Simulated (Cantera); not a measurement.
**Transport properties of process gases**

Gas mixture: NO = 0.35 (molar parts), at 1.50 bar, frozen composition.

Cantera's kinetic-theory transport with the Lennard-Jones parameters of GRI-Mech 3.0, ideal gas; thermal conductivity in the mixture-averaged form.

| T (K) | ρ (kg/m³) | cp (J/kg/K) | μ (µPa s) | λ (mW/m/K) | Pr | D (cm²/s) OH | D (cm²/s) NO | D (cm²/s) CH3 |
|---|---|---|---|---|---|---|---|---|
| 400 | 1.35 | 998.6 | 23.1 | 32.4 | 0.712 | 0.349 | 0.000 | 0.250 |
| 500 | 1.08 | 1016 | 27.0 | 38.8 | 0.708 | 0.511 | 0.000 | 0.369 |
| 600 | 0.902 | 1041 | 30.6 | 45.1 | 0.706 | 0.695 | 0.000 | 0.504 |
| 700 | 0.773 | 1067 | 34.0 | 51.3 | 0.707 | 0.900 | 0.000 | 0.655 |
| 800 | 0.677 | 1092 | 37.1 | 57.3 | 0.708 | 1.13 | 0.000 | 0.820 |
| 900 | 0.601 | 1114 | 40.1 | 63.0 | 0.708 | 1.37 | 0.000 | 1.000 |
| 1000 | 0.541 | 1133 | 42.9 | 68.6 | 0.709 | 1.63 | 0.000 | 1.19 |
D: mixture-averaged diffusion coefficient of that species in the mixture.
